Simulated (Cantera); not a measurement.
A closed system holds: 1 mol SiCl4, a varied amount of Cl2, 0.67 mol H2, at 902 °C and 26000 Pa.

These are equilibrium values from Cantera (NASA tables, ideal gas, pure condensed phases), not measurements of a reactor. Candidate condensed phases: Si; 19 gas species. Kinetics and transport are ignored.

Question: At 2.2 mol Cl2, list the 4 most abundant gas species with their mole fractions, and the condensed phases.

Answer: Cl2 0.392, HCl 0.345, SiCl4 0.258, Cl 0.00445. Condensed: gas only.
